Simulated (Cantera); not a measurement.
A perfectly stirred reactor is fed with 99.6 % N2O, 0.369 % H2O, at 0.0987 atm; it is held at 1200 K, and followed from long to short residence time.

Model: GRI-Mech 3.0 (53 species, 325 reactions), integrated in Cantera. GRI-Mech 3.0 was tuned for natural gas; its chemistry of N2O as a main component is partial and can be far from experiment. The mechanism lacks the step 2 NO + O2 → 2 NO2, which can matter for NO2 below about 1400 K. The temperature is held fixed by assumption; the heat of reaction is taken as removed at once.

x: mole fraction; the columns are a selection and need not sum to one.

```json
[
 {"τ (s)": "11", "x N2O": "0.496", "x H2O": "0.00307", "x HO2": "1.90e-8", "x H2": "4.11e-9", "x OH": "6.22e-6"},
 {"τ (s)": "3.0", "x N2O": "0.779", "x H2O": "0.00342", "x HO2": "6.42e-8", "x H2": "3.84e-9", "x OH": "6.41e-6"},
 {"τ (s)": "0.80", "x N2O": "0.927", "x H2O": "0.00360", "x HO2": "2.02e-7", "x H2": "4.06e-9", "x OH": "5.93e-6"},
 {"τ (s)": "0.21", "x N2O": "0.977", "x H2O": "0.00366", "x HO2": "5.04e-7", "x H2": "…", "x OH": "4.65e-6"},
 {"τ (s)": "0.057", "x N2O": "0.991", "x H2O": "0.00368", "x HO2": "9.16e-7", "x H2": "…", "x OH": "2.97e-6"},
 {"τ (s)": "0.015", "x N2O": "0.995", "x H2O": "0.00368", "x HO2": "1.01e-6", "x H2": "…", "x OH": "1.35e-6"},
 {"τ (s)": "0.0041", "x N2O": "0.996", "x H2O": "0.00369", "x HO2": "3.84e-7", "x H2": "2.93e-10", "x OH": "4.90e-7"},
 {"τ (s)": "0.0011", "x N2O": "0.996", "x H2O": "0.00369", "x HO2": "5.41e-8", "x H2": "1.87e-11", "x OH": "1.81e-7"},
 {"τ (s)": "0.00029", "x N2O": "0.996", "x H2O": "0.00369", "x HO2": "4.19e-9", "x H2": "<1e-12", "x OH": "5.03e-8"}
]
```

**Question.** Complete the blanks.

**Answer.** 
- 0.21, x H2: 4.58e-9
- 0.057, x H2: 3.79e-9
- 0.015, x H2: 1.56e-9
